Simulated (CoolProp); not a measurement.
m-xylene at 337.24 K and 0.483 MPa is throttled through a valve to 0.261 MPa with no heat exchange. Each further row changes one setting.

Computed with CoolProp (reference Helmholtz-energy equation of state, Zhou 2012).

```json
[
 {"case": "as stated", "temperature change (K)": "+0.1"},
 {"case": "outlet pressure 0.0783 MPa", "temperature change (K)": "+0.2"},
 {"case": "outlet pressure 0.339 MPa", "temperature change (K)": "+0.1"}
]
```
